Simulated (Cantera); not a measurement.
A perfectly stirred reactor is fed with CH4 : H2 : O2 : N2 = 1 : 0.16 : 3.2 : 12 (molar parts), equivalence ratio 0.65, at 4.15 atm; it is adiabatic with a 675 K inlet, and is followed from long to short residence time, starting on the burning branch (τ in s: 0.43, 0.18, 0.071, 0.029, 0.012, 0.0047, 0.0019, 0.00077, 0.00031, 0.00013, 5.1e-05).

Cantera simulation using GRI-Mech 3.0 (53 species, 325 reactions); the numbers are that mechanism's predictions, not measurements.

Q: What does this change do: inlet temperature 675 to 775 K?

A: 
```
quantity                                                                          before                                   after
------------------------------------------------  --------------------------------------  --------------------------------------
blow-out, bracketed by the residence times tried  burning at 51.0 µs, the shortest tried  burning at 51.0 µs, the shortest tried
x(CH4) at τ = 0.430 s                                                            4.10e-7                                 2.69e-7
x(H2) at τ = 0.430 s                                                            0.000108                                0.000180
x(O2) at τ = 0.430 s                                                              0.0677                                  0.0667
x(H2O2) at τ = 0.430 s                                                           1.55e-7                                 1.92e-7
x(OH) at τ = 0.430 s                                                             0.00161                                 0.00222
x(CH4) at τ = 4.70 ms                                                            2.28e-5                                 1.74e-5
x(H2) at τ = 4.70 ms                                                            0.000285                                0.000345
x(O2) at τ = 4.70 ms                                                              0.0686                                  0.0685
x(H2O2) at τ = 4.70 ms                                                           2.27e-7                                 2.36e-7
x(OH) at τ = 4.70 ms                                                             0.00237                                 0.00291
```
